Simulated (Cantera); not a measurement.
An isothermal, constant-pressure homogeneous reactor starts with NH3 : H2 = 1 : 4.2 (molar parts), at 1600 K and 15.8 Torr. Integrator tolerance rtol = 1e-08.

Computed with Cantera and the gas-phase N/H chemistry of the illustrative SiF4/NH3 mechanism in the Surface Chemkin manual (1991). Walls and surfaces, which speed up NH3 decomposition in real reactors, are not modelled.

### Question
What does this change do: pressure from 15.8 Torr to 97.5 Torr?

### Answer
| quantity | before | after |
|---|---|---|
| x(NH3) at 4.00 s | 0.188 (gas-phase equilibrium 2.42e-7) | 0.180 (gas-phase equilibrium 1.50e-6) |
| x(H2) at 4.00 s | 0.810 (gas-phase equilibrium 0.919) | 0.815 (gas-phase equilibrium 0.919) |
| x(NH) at 4.00 s | 4.55e-7 (gas-phase equilibrium 6.65e-12) | 2.48e-7 (gas-phase equilibrium 6.65e-12) |
| x(N2) at 4.00 s | 0.00159 (gas-phase equilibrium 0.0806) | 0.00502 (gas-phase equilibrium 0.0806) |
| x(N) at 4.00 s | 2.61e-8 (gas-phase equilibrium 1.31e-12) | 1.07e-8 (gas-phase equilibrium <1e-12) |
| x(N2H2) at 4.00 s | 1.53e-7 (gas-phase equilibrium <1e-12) | 7.45e-8 (gas-phase equilibrium <1e-12) |
| x(H) at 4.00 s | 9.52e-5 (gas-phase equilibrium 0.000362) | 7.21e-5 (gas-phase equilibrium 0.000146) |

### Question
What does this change do: temperature 1600 to 2300 K?

### Answer
```json
[
 {"quantity": "x(NH3) at 4.00 s", "before": "0.188 (gas-phase equilibrium 2.42e-7)", "after": "1.16e-7 (gas-phase equilibrium 6.12e-8)"},
 {"quantity": "x(H2) at 4.00 s", "before": "0.810 (gas-phase equilibrium 0.919)", "after": "0.860 (gas-phase equilibrium 0.860)"},
 {"quantity": "x(NH) at 4.00 s", "before": "4.55e-7 (gas-phase equilibrium 6.65e-12)", "after": "4.23e-8 (gas-phase equilibrium 2.23e-8)"},
 {"quantity": "x(N2) at 4.00 s", "before": "0.00159 (gas-phase equilibrium 0.0806)", "after": "0.0781 (gas-phase equilibrium 0.0781)"},
 {"quantity": "x(N) at 4.00 s", "before": "2.61e-8 (gas-phase equilibrium 1.31e-12)", "after": "1.42e-7 (gas-phase equilibrium 7.50e-8)"},
 {"quantity": "x(N2H2) at 4.00 s", "before": "1.53e-7 (gas-phase equilibrium <1e-12)", "after": "<1e-12 (gas-phase equilibrium <1e-12)"},
 {"quantity": "x(H) at 4.00 s", "before": "9.52e-5 (gas-phase equilibrium 0.000362)", "after": "0.0623 (gas-phase equilibrium 0.0623)"}
]
```

### Question
What does this change do: temperature 1600 to 1973 K?

### Answer
| quantity | before | after |
|---|---|---|
| x(NH3) at 4.00 s | 0.188 (gas-phase equilibrium 2.42e-7) | 0.0233 (gas-phase equilibrium 1.08e-7) |
| x(H2) at 4.00 s | 0.810 (gas-phase equilibrium 0.919) | 0.904 (gas-phase equilibrium 0.911) |
| x(NH) at 4.00 s | 4.55e-7 (gas-phase equilibrium 6.65e-12) | 5.75e-6 (gas-phase equilibrium 1.06e-9) |
| x(N2) at 4.00 s | 0.00159 (gas-phase equilibrium 0.0806) | 0.0708 (gas-phase equilibrium 0.0803) |
| x(N) at 4.00 s | 2.61e-8 (gas-phase equilibrium 1.31e-12) | 1.02e-6 (gas-phase equilibrium 1.18e-9) |
| x(N2H2) at 4.00 s | 1.53e-7 (gas-phase equilibrium <1e-12) | 1.04e-7 (gas-phase equilibrium <1e-12) |
| x(H) at 4.00 s | 9.52e-5 (gas-phase equilibrium 0.000362) | 0.00142 (gas-phase equilibrium 0.00894) |
